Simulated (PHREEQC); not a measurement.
**Copper plating or etch bath: speciation**

Dissolve 0.0011 mol/kgw Cu(BF4)2, 0.0099 mol/kgw HNO3 and 0.00035 mol/kgw FeCl3 at 25 °C. Closed to the air; pH follows from the charge balance.

Equilibrium calculation in PHREEQC: ion-association model, phreeqc.dat.

Each row changes one thing in this solution. This is a speciation only: nothing precipitates in the calculation.

```tsv
case	pH	ionic strength (mol/kgw)	Fe+3 (mol/kgw)	FeOH+2 (mol/kgw)	Fe(OH)2+ (mol/kgw)	SI of Goethite (FeOOH)	SI of Hematite (Fe2O3)
as made	2.05	0.0135	1.10e-7	5.07e-8	1.34e-9	-0.20	+1.60
HNO3 left out	2.93	0.00464	2.04e-9	8.19e-9	…	+0.84	+3.68
diluted 100-fold with water	3.83	0.000190	6.97e-9	2.79e-7	5.92e-7	+4.26	+10.53
FeCl3 from 0.00035 to 0.000385 mol/kgw	2.05	0.0135	1.24e-7	…	1.49e-9	-0.16	+1.69
Cu(BF4)2 left out	…	0.0118	0.000234	…	2.82e-6	+3.12	+8.24
HNO3 from 0.0099 to 0.0109 mol/kgw	…	0.0144	1.31e-7	5.47e-8	1.30e-9	-0.25	+1.50
```

Fill in the missing entries.


- HNO3 left out, Fe(OH)2+ (mol/kgw): 1.85e-9
- FeCl3 from 0.00035 to 0.000385 mol/kgw, FeOH+2 (mol/kgw): 5.68e-8
- Cu(BF4)2 left out, pH: 2.04
- Cu(BF4)2 left out, FeOH+2 (mol/kgw): 0.000107
- HNO3 from 0.0099 to 0.0109 mol/kgw, pH: 2.01

Some of these states are supersaturated (in Hematite (slow to form), Goethite (slow to form), for instance). Real BF4- forms and hydrolyses slowly; the run takes it at equilibrium. Fluoro complexes past AlF4- and FeF3 are missing from the database.
